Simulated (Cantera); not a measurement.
Charge: 1 mol Si2Cl6, 0.18 mol HCl, 370 mol H2, held at 1100 K and 59.3 Torr.

Method: chemical equilibrium by Gibbs-energy minimisation in Cantera with the NASA 1993 tables (ideal gas, pure condensed phases). Candidate condensed phases: Si; 19 gas species. The feed counts by its element totals alone. The tables' values for SiCl3 are old estimates; treat these amounts as uncertain. Kinetics and transport are ignored.

Base state: H2 0.986, HCl 0.0124, SiHCl3 0.000485, SiCl4 0.000414, SiCl2 0.000318, SiCl3 9.72e-5, SiH2Cl2 6.82e-5 (mole fractions); condensed: Si(s).

What changes in the equilibrium state with this change: Si2Cl6 replaced by Si3H8?


```
species       before     after
----------  --------  --------
H2             0.986     1.000
HCl           0.0124  0.000480
SiCl2       0.000318   4.69e-7
SiHCl3      0.000485   2.77e-8
SiCl4       0.000414     <1e-9
SiCl3        9.72e-5   5.51e-9
SiH2Cl2      6.82e-5   1.02e-7
Si(s), mol      1.48      3.00
```

What changes in the equilibrium state with this change: temperature from 1100 K to 875 K?


```
species       before     after
----------  --------  --------
H2             0.986     0.993
HCl           0.0124   0.00257
SiCl4       0.000414   0.00210
SiCl2       0.000318   8.45e-6
SiCl3        9.72e-5   1.75e-5
SiHCl3      0.000485   0.00178
SiH2Cl2      6.82e-5  0.000137
Si(s), mol      1.48     0.499
```
